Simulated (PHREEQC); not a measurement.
PHREEQC input (Pitzer model, pitzer.dat):

```
SOLUTION 1
  temp 75
  units mol/kgw
  pH 7 charge
  S(6) 0.0042
  Na 0.0654
  Cl 0.077
  K 0.02
END
USE solution 1
INCREMENTAL_REACTIONS false
REACTION 1
  H2O -1
  0 9.886 18.011 24.689 30.178 34.689 38.397 41.444
  43.949 46.007 47.699 49.089 50.232 51.172 51.944 52.578
  53.1 53.528 53.88 54.17 54.408 54.603 54.764 54.896
  55.005 55.094 55.168 55.228 moles
EQUILIBRIUM_PHASES 1
  Arcanite 0 0
  Glaserite 0 0
  Halite 0 0
  Mirabilite 0 0
  Misenite 0 0
  Sylvite 0 0
  Thenardite 0 0
SELECTED_OUTPUT 1
  -reset false
  -pH true
  -pe true
  -ionic_strength true
  -water true
  -activities H2O
  -totals Cl K Na S
  -molalities H+ Na+ K+ Cl- SO4-2 OH- HSO4-
  -equilibrium_phases Arcanite Glaserite Halite Mirabilite Misenite Sylvite Thenardite
PRINT
  -reset false
END
```

Selected output (columns that matter, 18 of 28 rows; water left (kg) added in front):

```
water left (kg)	pH	mu	Cl	K	Na	S	m_H+	m_Na+	m_K+	m_Cl-	m_SO4-2	la_H2O	Glaserite	Halite
1	6.4342	0.0896	0.077	0.02	0.0654	0.0042	4.7555e-07	0.0654	0.02	0.077	0.0041997	-0.0011988	0	0
0.675514	6.4497	0.13264	0.11399	0.029607	0.096815	0.0062175	4.7249e-07	0.096815	0.029607	0.11399	0.0062172	-0.0017604	0	0
0.555203	6.4575	0.16138	0.13869	0.036023	0.11779	0.0075648	4.7052e-07	0.11779	0.036023	0.13869	0.0075644	-0.0021341	0	0
0.375043	6.4728	0.23891	0.20531	0.053327	0.17438	0.011199	4.6526e-07	0.17438	0.053327	0.20531	0.011198	-0.00314	0	0
0.30824	6.4801	0.29068	0.24981	0.064885	0.21217	0.013626	4.617e-07	0.21217	0.064885	0.24981	0.013625	-0.0038119	0	0
0.208215	6.4938	0.43033	0.36981	0.096055	0.3141	0.020171	4.5177e-07	0.3141	0.096055	0.36981	0.020171	-0.0056298	0	0
0.140655	6.5053	0.63702	0.54744	0.14219	0.46497	0.02986	4.3616e-07	0.46497	0.14219	0.54744	0.02986	-0.0083462	0	0
0.115613	6.5101	0.775	0.66602	0.17299	0.56568	0.036328	4.2526e-07	0.56568	0.17299	0.66602	0.036328	-0.010181	0	0
0.0780853	6.5173	1.1475	0.9861	0.25613	0.83755	0.053787	3.9463e-07	0.83755	0.25613	0.9861	0.053787	-0.015237	0	0
0.0641769	6.5196	1.3961	1.1998	0.31164	1.0191	0.065444	3.7367e-07	1.0191	0.31164	1.1998	0.065443	-0.018705	0	0
0.0433504	6.5218	2.0669	1.7762	0.46136	1.5086	0.096885	3.1762e-07	1.5086	0.46136	1.7762	0.096884	-0.028462	0	0
0.0356396	6.5221	2.5141	2.1605	0.56117	1.835	0.11785	2.8203e-07	1.835	0.56117	2.1605	0.11785	-0.035313	0	0
0.0240733	6.5219	3.722	3.1986	0.8308	2.7167	0.17447	1.9824e-07	2.7167	0.8308	3.1986	0.17447	-0.055223	0	0
0.0162724	6.5218	5.5063	4.7319	1.2291	4.0191	0.25811	1.1135e-07	4.0191	1.2291	4.7319	0.25811	-0.088158	0	0
0.0133718	6.5203	6.7007	5.7584	1.4957	4.8909	0.31409	7.4129e-08	4.8909	1.4957	5.7584	0.31409	-0.11221	0	0
0.00902993	6.5641	8.6657	7.2703	2.2149	5.9857	0.46512	3.5117e-08	5.9857	2.2149	7.2703	0.46512	-0.14995	0	0.01135
0.00742651	6.6238	9.1434	7.4468	2.6931	5.8848	0.56554	2.7226e-08	5.8848	2.6931	7.4468	0.56554	-0.15454	0	0.021697
0.00501237	6.5766	9.1817	7.9427	3.3528	5.416	0.41301	3.0182e-08	5.416	3.3528	7.9427	0.41301	-0.16011	0.0010649	0.037188
```

At this temperature some constants are extrapolated from 25 °C, and those without enthalpy data are left unchanged.
